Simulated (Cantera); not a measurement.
**Adiabatic ignition**

An adiabatic, constant-pressure homogeneous reactor starts with 23.0 % H2, 14.2 % O2, 53.2 % N2, 9.64 % H2O, at 1373 K and 110000 Pa.

Model: the H2/O2 subset of GRI-Mech 3.0, which has no nitrogen chemistry, integrated in Cantera.

```tsv
t (s)	T (K)	x H2	x O2	x H2O	x H2O2	x O	x H	x HO2
8.00e-6	1373	0.229	0.142	0.0964	1.98e-8	1.82e-6	1.09e-5	1.92e-6
1.83e-5	1406	0.204	0.131	0.115	1.95e-6	0.00215	0.0125	9.71e-5
4.20e-5	2156	0.0422	0.0431	0.273	6.11e-7	0.0155	0.0331	1.67e-5
9.61e-5	2477	0.0289	0.0360	0.306	4.10e-7	0.00815	0.0129	8.83e-6
0.000220	2619	0.0202	0.0327	0.324	5.38e-7	0.00501	0.00644	8.89e-6
0.000504	2634	0.0192	0.0324	0.326	5.70e-7	0.00469	0.00586	9.05e-6
0.00115	2634	0.0192	0.0324	0.326	5.70e-7	0.00468	0.00585	9.05e-6
0.00264	2634	0.0192	0.0324	0.326	5.70e-7	0.00468	0.00585	9.05e-6
0.00605	2634	0.0192	0.0324	0.326	5.70e-7	0.00468	0.00585	9.05e-6
0.0139	2634	0.0192	0.0324	0.326	5.70e-7	0.00468	0.00585	9.05e-6
0.0317	2634	0.0192	0.0324	0.326	5.70e-7	0.00468	0.00585	9.05e-6
0.0727	2634	0.0192	0.0324	0.326	5.70e-7	0.00468	0.00585	9.05e-6
0.167	2634	0.0192	0.0324	0.326	5.70e-7	0.00468	0.00585	9.05e-6
0.381	2634	0.0192	0.0324	0.326	5.70e-7	0.00468	0.00585	9.05e-6
0.873	2634	0.0192	0.0324	0.326	5.70e-7	0.00468	0.00585	9.05e-6
2.00	2634	0.0192	0.0324	0.326	5.70e-7	0.00468	0.00585	9.05e-6
```
x: mole fraction; the columns are a selection and need not sum to one.

```yaml
time_of_steepest_temperature_rise: 21.4 µs
temperature at 2.00 s: 2634 K
equilibrium_temperature: 2634 K
x(H2) at 2.00 s: 0.0192 (gas-phase equilibrium 0.0192)
x(O2) at 2.00 s: 0.0324 (gas-phase equilibrium 0.0324)
x(H2O) at 2.00 s: 0.326 (gas-phase equilibrium 0.326)
```
